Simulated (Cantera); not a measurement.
Cantera run, input and output.

```python
import numpy as np
import cantera as ct

gas = ct.Solution("gri30.yaml")
gas.TPX = 1298, 47000, {'H2': 1.2, 'O2': 1, 'N2': 0.55}
reactor = ct.IdealGasConstPressureReactor(gas, energy="off", clone=False)
net = ct.ReactorNet([reactor])
net.rtol, net.atol = 1e-08, 1e-18
show = ['H2', 'O2', 'H2O2', 'N2O', 'NO']
times = np.geomspace(1e-06, 100, 9)

steps = ct.SolutionArray(gas, extra=["t"])
rows = []
print(f"{'t/s':>10s}{'T/K':>9s}{'P/Pa':>11s}" + "".join(f"{s:>11s}" for s in show))
for t in times:
    while net.time < t:
        t_next = net.step()
        steps.append(gas.state, t=t_next)
    rows.append([np.interp(t, steps.t, y) for y in (steps.T, steps.P, *steps(*show).X.T)])
    print(f"{t:10.3e}{rows[-1][0]:9.1f}{rows[-1][1]:11.4g}" + "".join(f"{x:11.3e}" for x in rows[-1][2:]))
rate = np.gradient(steps.T, steps.t)
print("integrator steps:", len(steps.t))
if steps.T.max() > steps.T[0] + 200:
    print(f"time of steepest temperature rise: {steps.t[rate.argmax()]:.4e} s")
gas.TPX = 1298, 47000, {'H2': 1.2, 'O2': 1, 'N2': 0.55}
gas.equilibrate("TP")
print(f"equilibrium (TP): T = {gas.T:.1f} K  " + "  ".join(f"{s} {gas[s].X[0]:.3e}" for s in show))
```

Result:

```
       t/s      T/K       P/Pa         H2         O2       H2O2        N2O         NO
 1.000e-06   1298.0    4.7e+04  4.364e-01  3.636e-01  3.954e-11  2.155e-16  3.654e-20
 1.000e-05   1298.0    4.7e+04  4.363e-01  3.636e-01  6.306e-09  1.874e-13  9.134e-16
 1.000e-04   1298.0    4.7e+04  5.825e-03  1.861e-01  1.194e-05  4.988e-08  5.267e-06
 1.000e-03   1298.0    4.7e+04  4.187e-05  1.859e-01  6.685e-07  6.484e-08  5.207e-06
 1.000e-02   1298.0    4.7e+04  1.041e-06  1.860e-01  5.614e-08  6.621e-08  5.274e-06
 1.000e-01   1298.0    4.7e+04  1.724e-07  1.860e-01  9.947e-09  5.347e-08  5.283e-06
 1.000e+00   1298.0    4.7e+04  1.591e-07  1.860e-01  8.914e-09  9.155e-09  5.281e-06
 1.000e+01   1298.0    4.7e+04  1.591e-07  1.860e-01  8.913e-09  5.458e-09  5.281e-06
 1.000e+02   1298.0    4.7e+04  1.591e-07  1.860e-01  8.913e-09  5.458e-09  5.284e-06
integrator steps: 1629
equilibrium (TP): T = 1298.0 K  H2 1.592e-07  O2 1.859e-01  H2O2 8.911e-09  N2O 5.457e-09  NO 2.105e-04
```

Computed with Cantera and GRI-Mech 3.0 (53 species, 325 reactions). The temperature is held fixed by assumption; the heat of reaction is taken as removed at once.
